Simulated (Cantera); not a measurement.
**Thermodynamics of iron carbonyl, mercury and lead vapours, feed Fe(CO)5 + CO + N2**

Input: 1 mol Fe(CO)5, 2 mol CO, a varied amount of N2, at 975 °C and 330 Pa.

These are equilibrium values from Cantera (NASA tables, ideal gas, pure condensed phases), not measurements of a reactor. Candidate condensed phases: C, Fe, Fe(CO)5, FeO, Fe2O3, Fe3O4; 27 gas species. Equilibrium is a limit: real reactors are often held back by kinetics, nucleation or transport.

| n(N2) (mol) | x N2 | x CO | x CO2 | x Fe | n Fe(γ) |
|---|---|---|---|---|---|
| 1 | 0.125 | 0.875 | 2.49e-5 | 7.09e-8 | 1.000 |
| 2 | 0.222 | 0.778 | 1.97e-5 | 7.09e-8 | 1.000 |
| 3.8 | 0.352 | 0.648 | 1.37e-5 | 7.09e-8 | 1.000 |
| 7.2 | 0.507 | 0.493 | 7.90e-6 | 7.09e-8 | 1.000 |
| 14 | 0.667 | 0.333 | 3.61e-6 | 7.09e-8 | 1.000 |
| 27 | 0.794 | 0.206 | 1.38e-6 | 7.09e-8 | 1.000 |
| 51 | 0.879 | 0.121 | 4.74e-7 | 7.09e-8 | 1.000 |
x: gas mole fraction; n: condensed amount in mol.

From 1 mol N2 to 51 mol N2 the condensed part is Fe(γ). The main Fe-bearing gas is Fe throughout.
